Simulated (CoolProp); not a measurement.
Vapour-liquid equilibrium of cyclohexane (1) + toluene (2) at 10.9 bar; x and y are mole fractions of (1).

The numbers come from the multi-fluid Helmholtz-energy mixture model, Zhou 2014 and Lemmon 2006; pair parameters Bell 2016 in CoolProp.

Problem. Give the bubble temperature and the first vapour's composition at x = 0.125, 0.35, 0.875. Is there an azeotrope?

Solution. x = 0.125: 215.2 °C, y = 0.195; x = 0.35: 205.2 °C, y = 0.468; x = 0.875: 189.7 °C, y = 0.907. No azeotrope shows between x = 0.05 and 0.95.

Pair parameters are fitted to limited data, so mixtures are less certain than the pure fluids.
